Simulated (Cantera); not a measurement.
An adiabatic, constant-volume homogeneous reactor starts with CH3OH : O2 : N2 = 1 : 3.49 : 19.5 (molar parts), at 1025 K and 130000 Pa. Integrator tolerance rtol = 1e-08.

Cantera simulation using GRI-Mech 3.0 (53 species, 325 reactions); the numbers are that mechanism's predictions, not measurements. GRI-Mech 3.0 was tuned for natural gas; its chemistry of methanol as a main component is partial and can be far from experiment.

Question: What does this change do: initial temperature 1025 to 1550 K?

Answer: 
```json
[
 {"quantity": "time of steepest temperature rise", "before": "0.299 s", "after": "0.166 ms"},
 {"quantity": "temperature at 4.00 s", "before": "1977 K", "after": "2381 K"},
 {"quantity": "equilibrium temperature", "before": "1975 K", "after": "2381 K"},
 {"quantity": "x(CH3OH) at 4.00 s", "before": "<1e-12 (gas-phase equilibrium <1e-12)", "after": "<1e-12 (gas-phase equilibrium <1e-12)"},
 {"quantity": "x(O2) at 4.00 s", "before": "0.0792 (gas-phase equilibrium 0.0788)", "after": "0.0746 (gas-phase equilibrium 0.0746)"},
 {"quantity": "x(CH2) at 4.00 s", "before": "<1e-12 (gas-phase equilibrium <1e-12)", "after": "<1e-12 (gas-phase equilibrium <1e-12)"},
 {"quantity": "x(N2O) at 4.00 s", "before": "4.00e-7 (gas-phase equilibrium 3.99e-7)", "after": "8.76e-7 (gas-phase equilibrium 8.76e-7)"},
 {"quantity": "x(CH3) at 4.00 s", "before": "<1e-12 (gas-phase equilibrium <1e-12)", "after": "<1e-12 (gas-phase equilibrium <1e-12)"}
]
```

Question: What does this change do: initial temperature 1025 to 1123 K?

Answer: 
```tsv
quantity	before	after
time of steepest temperature rise	0.299 s	38.5 ms
temperature at 4.00 s	1977 K	2055 K
equilibrium temperature	1975 K	2055 K
x(CH3OH) at 4.00 s	<1e-12 (gas-phase equilibrium <1e-12)	<1e-12 (gas-phase equilibrium <1e-12)
x(O2) at 4.00 s	0.0792 (gas-phase equilibrium 0.0788)	0.0782 (gas-phase equilibrium 0.0781)
x(CH2) at 4.00 s	<1e-12 (gas-phase equilibrium <1e-12)	<1e-12 (gas-phase equilibrium <1e-12)
x(N2O) at 4.00 s	4.00e-7 (gas-phase equilibrium 3.99e-7)	4.78e-7 (gas-phase equilibrium 4.77e-7)
x(CH3) at 4.00 s	<1e-12 (gas-phase equilibrium <1e-12)	<1e-12 (gas-phase equilibrium <1e-12)
```

Question: What does this change do: CH3OH 1 to 1.7 parts?

Answer: 
```csv
quantity,before,after
time of steepest temperature rise,0.299 s,0.267 s
temperature at 4.00 s,1977 K,2401 K
equilibrium temperature,1975 K,2401 K
x(CH3OH) at 4.00 s,<1e-12 (gas-phase equilibrium <1e-12),<1e-12 (gas-phase equilibrium <1e-12)
x(O2) at 4.00 s,0.0792 (gas-phase equilibrium 0.0788),0.0338 (gas-phase equilibrium 0.0338)
x(CH2) at 4.00 s,<1e-12 (gas-phase equilibrium <1e-12),<1e-12 (gas-phase equilibrium <1e-12)
x(N2O) at 4.00 s,4.00e-7 (gas-phase equilibrium 3.99e-7),7.32e-7 (gas-phase equilibrium 7.32e-7)
x(CH3) at 4.00 s,<1e-12 (gas-phase equilibrium <1e-12),<1e-12 (gas-phase equilibrium <1e-12)
```
